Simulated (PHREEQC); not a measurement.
A solution holds 5.1 mmol/kgw CuSO4, 0.061 mmol/kgw ZnCl2 and 1.5 mmol/kgw NaHCO3, at 25 °C. Closed to the air; pH follows from the charge balance.

Model: ion-association model, wateq4f.dat, run in PHREEQC.

Precipitation was switched off in this run.

Q: Order these S species by the share of S that they hold, largest first: ZnSO4, SO4-2, CuSO4, NaSO4-.

A: SO4-2 (80 %), CuSO4 (19 %), NaSO4- (0.36 %), ZnSO4 (0.31 %)

Q: Order these Zn species by the share of Zn that they hold, largest first: Zn+2, ZnSO4, Zn(SO4)2-2, ZnHCO3+, ZnCO3.

A: Zn+2 (71 %), ZnSO4 (26 %), ZnHCO3+ (1.9 %), Zn(SO4)2-2 (0.87 %), ZnCO3 (0.11 %)

The pH is 5.97 and the ionic strength 0.0161 mol/kgw. Examples of supersaturated solids here: Malachite, Brochantite. Others may be too. Species that the database lacks are ignored.
